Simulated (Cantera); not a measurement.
An isothermal, constant-pressure homogeneous reactor starts with 6.86 % H₂, 4.90 % O₂, 88.2 % N₂, equivalence ratio 0.70, at 1200 K and 0.170 bar.

Computed with Cantera and the H2/O2 subset of GRI-Mech 3.0, which has no nitrogen chemistry. The temperature is held fixed by assumption; the heat of reaction is taken as removed at once.

x: mole fraction; the columns are a selection and need not sum to one.

```csv
t (s),x H₂,x O₂,x HO₂,x OH,x O
0.000100,0.0686,0.0490,4.12e-9,8.82e-10,1.61e-9
0.000314,0.0686,0.0490,…,…,…
0.000988,0.0126,0.0249,2.52e-6,0.00176,0.00573
0.00311,…,…,…,…,…
0.00977,0.00116,0.0157,1.67e-6,0.000514,0.000470
0.0307,0.000114,0.0152,7.94e-7,0.000152,4.21e-5
0.0965,1.04e-5,0.0152,1.36e-7,4.67e-5,3.95e-6
0.304,1.53e-6,0.0152,2.33e-8,1.86e-5,6.22e-7
0.954,3.31e-7,0.0152,5.39e-9,8.86e-6,1.41e-7
3.00,9.03e-8,0.0152,1.76e-9,4.67e-6,3.93e-8
```

Some entries are withheld; supply them.


- 0.000314, x HO₂: 3.76e-8
- 0.000314, x OH: 8.45e-8
- 0.000314, x O: 1.56e-7
- 0.00311, x H₂: 0.00464
- 0.00311, x O₂: 0.0183
- 0.00311, x HO₂: 2.07e-6
- 0.00311, x OH: 0.00114
- 0.00311, x O: 0.00252
